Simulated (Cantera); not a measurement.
A perfectly stirred reactor is fed with 92.9 % N2O, 7.15 % O2, at 0.0263 atm; it is held at 1575 K, and followed from long to short residence time.

Computed with Cantera and GRI-Mech 3.0 (53 species, 325 reactions). GRI-Mech 3.0 was tuned for natural gas; its chemistry of N2O as a main component is partial and can be far from experiment. Radical loss at walls, strong at low pressure, is not modelled. The temperature is held fixed by assumption; the heat of reaction is taken as removed at once.

x: mole fraction; the columns are a selection and need not sum to one.

| τ (s) | x N2O | x O2 | x NO | x N2 | x NO2 | x O |
|---|---|---|---|---|---|---|
| 1.3 | 0.120 | 0.250 | 0.156 | 0.474 | 5.05e-5 | 0.000138 |
| 0.41 | 0.296 | 0.210 | 0.123 | 0.371 | 3.58e-5 | 0.000140 |
| 0.13 | ? | ? | ? | ? | ? | 0.000141 |
| 0.040 | 0.768 | 0.107 | 0.0314 | 0.0941 | 5.89e-6 | 0.000141 |
| 0.013 | 0.869 | 0.0844 | 0.0115 | 0.0346 | 1.50e-6 | 0.000141 |
| 0.0039 | 0.910 | 0.0755 | 0.00356 | 0.0108 | 2.38e-7 | 0.000139 |
| 0.0012 | 0.923 | 0.0727 | ? | ? | ? | 0.000132 |
| 0.00039 | 0.927 | 0.0718 | 0.000304 | 0.00103 | 2.52e-9 | 0.000116 |
| 0.00012 | 0.928 | 0.0716 | 6.68e-5 | 0.000283 | 1.39e-10 | 8.28e-5 |

Question: What belongs in the gaps?

Answer: 
- 0.13, x N2O: 0.552
- 0.13, x O2: 0.154
- 0.13, x NO: 0.0734
- 0.13, x N2: 0.220
- 0.13, x NO2: 1.78e-5
- 0.0012, x NO: 0.00106
- 0.0012, x N2: 0.00330
- 0.0012, x NO2: 2.71e-8
